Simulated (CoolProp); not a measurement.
Vapour-liquid equilibrium of propylene (1) + acetone (2) at 267.5 K; x and y are mole fractions of (1).

Values from CoolProp's multi-fluid Helmholtz-energy mixture model, Lemmon 2013 and Lemmon 2006; pair parameters Bell 2016.

Question: Give the bubble pressure and the first vapour's composition at x = 0.05, 0.35, 0.5. Is there an azeotrope?

Answer: x = 0.05: 69.26 kPa, y = 0.903; x = 0.35: 322.0 kPa, y = 0.982; x = 0.5: 367.9 kPa, y = 0.985. No azeotrope shows between x = 0.05 and 0.95.

The pair parameters rest on a limited set of measurements; away from them the model extrapolates. With so large a gap from Raoult's law the liquid may split in two, which this calculation doesn't test in full.
